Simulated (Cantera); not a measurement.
Feed: 1 mol SiCl4, 3.4 mol HCl, 0.46 mol H2, held at 61000 Pa.

Cantera equilibrium calculation (NASA polynomials, part measured and part estimated; ideal gas, pure solids and liquids). Candidate condensed phases: Si; 19 gas species. The tables' values for SiCl3 are old estimates; treat these amounts as uncertain. Kinetics and transport are ignored. All values below are at 875 °C.

Base state: HCl 0.700, SiCl4 0.205, H2 0.0940, SiHCl3 0.000552, SiCl3 0.000210 (mole fractions); condensed: gas only.

Q: What changes in the equilibrium state with this change: HCl from 3.4 to 0.97 mol?

A: 
```
species    before    after
-------  --------  -------
SiCl4       0.205    0.407
HCl         0.700    0.404
H2         0.0940    0.185
SiCl2     2.37e-6  2.78e-5
SiHCl3   0.000552  0.00373
```
